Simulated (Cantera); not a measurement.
A Cantera script and its output.

```python
import numpy as np
import cantera as ct

gas = ct.Solution("gri30.yaml")
gas.TPX = 700, 500000, {'C2H4': 1, 'O2': 3.06, 'N2': 9.18, 'H2O': 0.33}
flame = ct.FreeFlame(gas, width=0.013)
flame.set_refine_criteria(ratio=3, slope=0.08, curve=0.16)
flame.transport_model = "mixture-averaged"
flame.solve(loglevel=0, auto=True)
z, T = flame.grid, flame.T
thick = (T[-1] - T[0]) / np.gradient(T, z).max()
show = ['C2H4', 'O2', 'H2O', 'CH2', 'C2H2', 'NO']
print(f"laminar burning velocity  {flame.velocity[0] * 100:.3f} cm/s")
print(f"burnt temperature         {T[-1]:.1f} K")
print(f"thermal thickness         {thick * 1e3:.4f} mm")
print(f"grid points               {len(z)}")
z0 = z[flame.heat_release_rate.argmax()]
print(f"{'z/mm':>9s}{'T/K':>9s}{'u/(m/s)':>9s}" + "".join(f"{s:>11s}" for s in show))
rows = []
for k in (-3, -2, -1.5, -1, -0.5, -0.25, 0, 0.25, 0.5, 1, 2, 4, 8):
    zz = z0 + k * thick
    rows.append([k * thick, np.interp(zz, z, T), np.interp(zz, z, flame.velocity),
                 *(np.interp(zz, z, flame.X[gas.species_index(s)]) for s in show)])
    print(f"{rows[-1][0] * 1e3:9.3f}{rows[-1][1]:9.1f}{rows[-1][2]:9.3f}" + "".join(f"{x:11.3e}" for x in rows[-1][3:]))
```

It prints:

```
laminar burning velocity  331.368 cm/s
burnt temperature         2712.8 K
thermal thickness         0.0449 mm
grid points               173
     z/mm      T/K  u/(m/s)       C2H4         O2        H2O        CH2       C2H2         NO
   -0.135    700.0    3.314  7.368e-02  2.254e-01  2.431e-02  1.618e-18  2.535e-09  6.895e-12
   -0.090    700.3    3.318  7.361e-02  2.252e-01  2.434e-02  1.022e-14  1.071e-07  2.117e-10
   -0.067    701.3    3.327  7.351e-02  2.249e-01  2.449e-02  2.920e-13  6.099e-07  1.064e-09
   -0.045    713.0    3.393  7.300e-02  2.232e-01  2.584e-02  8.294e-11  8.378e-06  1.168e-08
   -0.022    922.1    4.453  6.426e-02  2.033e-01  4.301e-02  6.081e-07  2.816e-04  3.687e-07
   -0.011   1349.1    6.645  4.095e-02  1.616e-01  7.375e-02  1.994e-05  1.366e-03  1.895e-06
    0.000   1810.2    9.109  1.260e-02  1.102e-01  1.075e-01  1.005e-04  2.917e-03  6.245e-06
    0.011   2089.0   10.614  1.440e-03  7.377e-02  1.274e-01  1.132e-04  1.366e-03  1.484e-05
    0.022   2200.6   11.177  6.950e-05  5.506e-02  1.346e-01  2.656e-05  1.545e-04  2.495e-05
    0.045   2292.0   11.549  7.253e-08  4.158e-02  1.361e-01  2.651e-07  4.184e-07  4.067e-05
    0.090   2402.3   11.982  1.178e-12  3.410e-02  1.372e-01  1.586e-10  2.780e-11  6.660e-05
    0.179   2522.0   12.469  4.460e-18  2.924e-02  1.425e-01  1.416e-13  1.334e-15  1.203e-04
    0.359   2628.9   12.899  6.443e-23  2.511e-02  1.485e-01  1.223e-14  3.030e-18  2.322e-04
```

Cantera simulation using GRI-Mech 3.0 (53 species, 325 reactions); the numbers are that mechanism's predictions, not measurements. GRI-Mech 3.0 was tuned for natural gas; its chemistry of ethylene as a main component is partial and can be far from experiment. Burning velocities carry a grid error of a few per cent, more on coarse grids.
